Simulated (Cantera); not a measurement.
What does this Cantera script print?

```python
import numpy as np
import cantera as ct

gas_names = """
    O2 CO
""".split()
cond_names = """
    Ta(cr) TaC(s) Ta2O5(s)
""".split()


# ... load() reads the species with a 1 bar reference pressure and builds the phases ...
species = {s.name: s for s in load("nasa_gas.yaml", gas_names) + load("nasa_condensed.yaml", cond_names)}
T = 675
g = {n: (s.thermo.h(T) - T * s.thermo.s(T)) / (ct.gas_constant * T * np.log(10)) for n, s in species.items()}
valid = cond_names  # the entries whose range holds T


def stable(la, lb):
    # potentials (over RT ln 10) of the two non-metals from log10 p(O2) and log10 p(CO) in bar
    mu = {}
    mu["O"] = (g["O2"] + la) / 2
    mu["C"] = (g["CO"] + lb - 1 * mu["O"]) / 1
    cost = {}
    for n in valid:
        c = species[n].composition
        cost[n] = (g[n] - sum(c.get(e, 0) * m for e, m in mu.items())) / c["Ta"]
    return min(cost, key=cost.get)


results = []
for lb in [0, -2.3, -4.6, -6.9, -9.2, -11.5, -13.8, -16.2, -18.5, -20.8, -23.1, -25.4, -27.7, -30]:
    row = [stable(la, lb) for la in [-49, -46.6, -44.1, -41.6, -39.2, -36.8, -34.3, -31.8, -29.4, -27, -24.5, -22, -19.6, -17.2, -14.7, -12.2, -9.8, -7.3, -4.9, -2.4, 0]]
    results.append(row)
    print(f"{lb:6.1f}  " + " ".join(f"{valid.index(n):x}" for n in row))
print("key: " + ", ".join(f"{i:x} {n}" for i, n in enumerate(valid)))
```

Result:

```
   0.0  1 1 1 1 2 2 2 2 2 2 2 2 2 2 2 2 2 2 2 2 2
  -2.3  1 1 1 1 2 2 2 2 2 2 2 2 2 2 2 2 2 2 2 2 2
  -4.6  1 1 1 2 2 2 2 2 2 2 2 2 2 2 2 2 2 2 2 2 2
  -6.9  1 1 1 2 2 2 2 2 2 2 2 2 2 2 2 2 2 2 2 2 2
  -9.2  1 1 2 2 2 2 2 2 2 2 2 2 2 2 2 2 2 2 2 2 2
 -11.5  1 1 2 2 2 2 2 2 2 2 2 2 2 2 2 2 2 2 2 2 2
 -13.8  1 2 2 2 2 2 2 2 2 2 2 2 2 2 2 2 2 2 2 2 2
 -16.2  2 2 2 2 2 2 2 2 2 2 2 2 2 2 2 2 2 2 2 2 2
 -18.5  2 2 2 2 2 2 2 2 2 2 2 2 2 2 2 2 2 2 2 2 2
 -20.8  2 2 2 2 2 2 2 2 2 2 2 2 2 2 2 2 2 2 2 2 2
 -23.1  2 2 2 2 2 2 2 2 2 2 2 2 2 2 2 2 2 2 2 2 2
 -25.4  2 2 2 2 2 2 2 2 2 2 2 2 2 2 2 2 2 2 2 2 2
 -27.7  2 2 2 2 2 2 2 2 2 2 2 2 2 2 2 2 2 2 2 2 2
 -30.0  2 2 2 2 2 2 2 2 2 2 2 2 2 2 2 2 2 2 2 2 2
key: 0 Ta(cr), 1 TaC(s), 2 Ta2O5(s)
```

Standard-state values (1 bar) from the NASA 1993 polynomials, evaluated with Cantera. TaC: taken at fixed stoichiometry. Not in the tables: Ta2C. Part of the grid cannot be reached: there another gas would pass 10 bar, or a non-metal would condense.
